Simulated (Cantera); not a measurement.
Cantera run:

```python
import numpy as np
import cantera as ct

gas_names = """
    CL CL2 H HCL H2 N NH NH2 NH3 N2 N2H2 N2H4 Si SiCL SiCL2 SiCL3 SiCL4 SiH SiHCL3 SiH2 SiH2CL2 SiH3
    SiH3CL SiH4 SiN Si2 Si2N Si3
""".split()
cond_names = """
    NH4CL(a) NH4CL(b) Si(cr) Si(L) Si3N4(a)
""".split()


# ... load() reads the species with a 1 bar reference pressure and builds the phases ...
atoms = {
    'Si3H8': {'Si': 3, 'H': 8},
    'HCl': {'H': 1, 'CL': 1},
    'N2': {'N': 2},
}
top_T = {'Si3N4(a)': 2400}  # K; cautious upper limits of use, not melting points


# ... equilibrate(T, P, feed) seeds the gas with the atoms and calls Mixture.equilibrate('TP', solver="vcs", rtol=1e-11, max_steps=5000) ...
results = []
feed = {'Si3H8': 1, 'HCl': 1.5, 'N2': 81}  # mol
T = 1000  # K
P = 6300  # Pa
mix = equilibrate(T, P, feed)
results.append((T, P, feed, dict(zip(mix.species_names, mix.species_moles))))
print(gas.report(threshold=1e-06))
for i in range(1, mix.n_phases):
    print(f"{mix.phase(i).name:16s} {mix.phase_moles(i):12.5e} mol")
```

It prints:

```
       temperature   1000 K
          pressure   6300 Pa
           density   0.020408 kg/m^3
  mean mol. weight   26.934 kg/kmol
   phase of matter   gas

                          1 kg             1 kmol
                     ---------------   ---------------
          enthalpy        7.3441e+05         1.978e+07  J
   internal energy        4.2571e+05        1.1466e+07  J
           entropy              9299        2.5046e+05  J/K
    Gibbs function       -8.5646e+06       -2.3068e+08  J
 heat capacity c_p            1208.4             32545  J/K
 heat capacity c_v            899.65             24231  J/K

                      mass frac. Y      mole frac. X     chem. pot. / RT
                     ---------------   ---------------   ---------------
               HCL          0.023999          0.017729           -42.177
                H2          0.003544          0.047348            -23.32
                N2           0.97242           0.93492           -27.694
             SiCL4        3.4778e-05        5.5137e-06            -140.4
     [  +24 minor]        9.3721e-07        5.0984e-07

Si(cr)            0.00000e+00 mol
Si3N4(a)          9.99841e-01 mol
```

Cantera equilibrium calculation (NASA polynomials, part measured and part estimated; ideal gas, pure solids and liquids). The feed counts by its element totals alone. N2 is the only nitrogen source here; it is nearly inert below about 1500 K, so the nitride shown seldom forms there in practice.
